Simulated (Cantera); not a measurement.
**Stirred combustor or abatement burner**

A perfectly stirred reactor is fed with 3.92 % CH₄, 18.7 % O₂, 74.5 % N₂, 2.90 % H₂O, equivalence ratio 0.42, at 7.01 atm; it is adiabatic with a 450 K inlet, and is followed from long to short residence time, starting on the burning branch (τ in s: 0.054, 0.019, 0.0065, 0.0023, 0.0008, 0.00028, 9.7e-05, 3.4e-05, 1.2e-05).

Detailed kinetics in Cantera: GRI-Mech 3.0 (53 species, 325 reactions).

```tsv
τ (s)	T (K)	x CH₄	x O₂	x H₂O	x H₂	x C₂H
0.054	1352	0.000281	0.110	0.107	4.56e-5	1.12e-12
0.019	1295	0.00110	0.114	0.104	0.000178	<1e-12
0.0065	450	0.0392	0.187	0.0290	<1e-12	<1e-12
0.0023	450	0.0392	0.187	0.0290	<1e-12	<1e-12
0.00080	450	0.0392	0.187	0.0290	<1e-12	<1e-12
0.00028	450	0.0392	0.187	0.0290	<1e-12	<1e-12
9.7e-5	450	0.0392	0.187	0.0290	<1e-12	<1e-12
3.4e-5	450	0.0392	0.187	0.0290	<1e-12	<1e-12
1.2e-5	450	0.0392	0.187	0.0290	<1e-12	<1e-12
```
x: mole fraction; the columns are a selection and need not sum to one.
